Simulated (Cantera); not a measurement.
An isothermal plug-flow reactor at 1075 K and 2100 Torr (inlet), inlet velocity 8.8 m/s, active area per volume 960 1/m; feed 4.18 % CH4, 1.55 % O2, 94.3 % N2.

Cantera simulation using Deutschmann's 1995 Pt surface mechanism with GRI-Mech 3.0 gas chemistry; the numbers are that mechanism's predictions, not measurements. Catalytic surfaces can have several steady states; this one follows from the mechanism file's or the stated starting coverage. Mass transfer to the wall is taken as infinitely fast.

Task: Predict: x(CH4) at z = 0.092 m; x(O2) at z = 0.092 m; x(H2O) at z = 0.092 m; x(CO2) at z = 0.092 m; x(CO) at z = 0.092 m; θ(free Pt) at the exit; θ(H*) at the exit; θ(CO*) at the exit; θ(C*) at the exit.

Result: 
| Quantity | Value |
|---|---|
| x(CH4) at z = 0.092 m | 0.0300 |
| x(O2) at z = 0.092 m | 0.00344 |
| x(H2O) at z = 0.092 m | 0.0125 |
| x(CO2) at z = 0.092 m | 3.74e-6 |
| x(CO) at z = 0.092 m | 0.0113 |
| θ(free Pt) at the exit | 0.0562 |
| θ(H*) at the exit | 0.00222 |
| θ(CO*) at the exit | 0.00203 |
| θ(C*) at the exit | 0.940 |
